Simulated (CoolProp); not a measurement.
Vapour-liquid equilibrium of CH2F2 (R32) (1) + fluoroethane (R161) (2) at 0.417 MPa; x and y are mole fractions of (1).

Model: multi-fluid Helmholtz-energy mixture model, Tillner-Roth 1997 and Wu 2012; pair parameters Bell 2016, in CoolProp.

```
x     bubble temperature, mixture model (K)  bubble temperature, Raoult's law (K)  y, mixture model  y, Raoult's law
----  -------------------------------------  ------------------------------------  ----------------  ---------------
0.05                                  270.1                                 270.5             0.096            0.089
0.2                                   266.0                                 267.0             0.323            0.319
0.35                                  262.9                                 264.0             0.493            0.503
0.5                                   260.3                                 261.2             0.634            0.653
0.65                                  258.1                                 258.8             0.756            0.778
0.8                                   256.2                                 256.6             0.866            0.883
0.95                                  254.4                                 254.5             0.968            0.973
```

The largest gap from Raoult's law is -1.1 K in bubble temperature, at x = 0.35. No azeotrope shows between x = 0.05 and 0.95.

The pair parameters rest on a limited set of measurements; away from them the model extrapolates.
